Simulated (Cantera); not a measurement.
Cantera run:

```python
import numpy as np
import cantera as ct

gas_names = """
    Br Br2 H HBr H2 N NH NH2 NH3 N2 N2H2 N2H4 Si SiBr SiBr2 SiBr3 SiBr4 SiH SiHBr3 SiH2 SiH2Br2 SiH3
    SiH3Br SiH4 SiN Si2 Si2N Si3
""".split()
cond_names = """
    Br2(cr) Br2(L) Si(cr) Si(L) Si3N4(a)
""".split()


def load(file, names, dense=False):
    # The tables refer to 1 bar. Condensed volumes are neglected.
    table = {s.name: s for s in ct.Species.list_from_file(file)}
    out = []
    for n in names:
        d = dict(table[n].input_data)
        d["thermo"] = dict(d["thermo"], **{"reference-pressure": 1e5})
        if dense:
            d["equation-of-state"] = {"model": "constant-volume", "density": "1e6 g/cm^3"}
        out.append(ct.Species.from_dict(d))
    return out


gas = ct.Solution(thermo="ideal-gas", species=load("nasa_gas.yaml", gas_names))
cond = {s.name: ct.Solution(thermo="fixed-stoichiometry", species=[s], name=s.name)
        for s in load("nasa_condensed.yaml", cond_names, dense=True)}
atoms = {
    'Si': {'Si': 1},
    'HBr': {'H': 1, 'Br': 1},
    'N2': {'N': 2},
}
top_T = {'Si3N4(a)': 2400}  # K; cautious upper limits of use, not melting points


def equilibrate(T, P, feed):
    n = {}
    for name, mol in feed.items():
        for a, k in atoms[name].items():
            n[a] = n.get(a, 0.0) + k * mol
    gas.TPX = T, P, n
    mass = sum(n.values()) * gas.mean_molecular_weight
    gas.equilibrate("TP")
    valid = [c for c in cond.values() if c.min_temp <= T <= top_T.get(c.name, c.max_temp)]
    mix = ct.Mixture([(gas, mass / gas.mean_molecular_weight)] + [(c, 0.0) for c in valid])
    mix.T, mix.P = T, P
    mix.equilibrate("TP", solver="vcs", rtol=1e-11, max_steps=5000)
    return mix


results = []
T = 1448.15  # K
P = 35  # Pa
for m in [2.5, 2.8, 3.2, 3.7, 4.2, 4.8, 5.5, 6.2, 7.1, 8.1, 9.3, 11]:
    feed = {'Si': 1, 'HBr': m, 'N2': 18}  # mol
    mix = equilibrate(T, P, feed)
    results.append((T, P, feed, dict(zip(mix.species_names, mix.species_moles))))

top = {s: max(r[3][s] / sum(r[3][g] for g in gas_names) for r in results) for s in gas_names}
cols = sorted((s for s in top if top[s] > 0.001), key=lambda s: -top[s])[:8]
seen = [c for c in cond_names if any(r[3].get(c, 0) > 1e-12 for r in results)]
print("log10 of partial pressures in bar; condensed amounts in mol")
print(f"{'n(HBr)':>10s}" + "".join(f"{s[:9]:>10s}" for s in cols + seen))
for T, P, feed, n in results:
    ng = sum(n[g] for g in gas_names)
    print(f"{feed['HBr']:10.4g}" + "".join(f"{np.log10(max(n[s] / ng * P / 1e5, 1e-99)):10.3f}" for s in cols)
          + "".join(f"{n.get(c, 0):10.4g}" for c in seen))
```

Output:

```
log10 of partial pressures in bar; condensed amounts in mol
    n(HBr)        N2       HBr        H2        Br     SiBr2  Si3N4(a)
       2.5    -3.517    -4.734    -4.912    -5.222    -5.036     0.154
       2.8    -3.524    -4.692    -4.871    -5.201    -4.989    0.1298
       3.2    -3.532    -4.644    -4.823    -5.176    -4.935   0.09718
       3.7    -3.542    -4.593    -4.772    -5.151    -4.877   0.05593
       4.2    -3.552    -4.550    -4.729    -5.130    -4.828    0.0142
       4.8    -3.564    -4.473    -4.709    -5.062    -4.822         0
       5.5    -3.578    -4.389    -4.701    -4.983    -4.837         0
       6.2    -3.592    -4.323    -4.693    -4.920    -4.851         0
       7.1    -3.609    -4.255    -4.684    -4.857    -4.869         0
       8.1    -3.627    -4.194    -4.676    -4.801    -4.888         0
       9.3    -3.648    -4.136    -4.667    -4.747    -4.910         0
        11    -3.676    -4.072    -4.656    -4.688    -4.939         0
```

Method: chemical equilibrium by Gibbs-energy minimisation in Cantera with the NASA 1993 tables (ideal gas, pure condensed phases). N2 is the only nitrogen source here; it is nearly inert below about 1500 K, so the nitride shown seldom forms there in practice. The tables' values for SiBr3, SiBr are old estimates; treat these amounts as uncertain.
